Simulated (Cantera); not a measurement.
A closed system holds: 1 mol Fe, 1.5 mol SO2, 160 mol N2, equilibrated at 1725 K and 1 atm.

Cantera equilibrium calculation (NASA polynomials, part measured and part estimated; ideal gas, pure solids and liquids). Candidate condensed phases: Fe, FeO, FeS, FeSO4, FeS2, Fe2O3, Fe2(SO4)3, Fe3O4, S; 19 gas species. The tables' stoichiometric FeO is somewhat more stable than real wüstite, so its field is too wide. FeO: taken at fixed stoichiometry. The numbers say what is thermodynamically allowed, not how fast it happens.

What is the equilibrium state?


```
Property                              Value
--------------------------------  ---------
x(N2)                                 0.992
x(SO2)                              0.00596
x(S2)                               0.00141
x(SO)                              0.000455
x(S2O)                              2.70e-5
x(S)                                1.47e-5
x(Fe)                               1.04e-6
n(FeO(l))                         1.000 mol
gas amount                        161.3 mol
log10 activity of Fe(δ) (absent)      -0.95
log10 activity of S(l) (absent)       -2.83
```
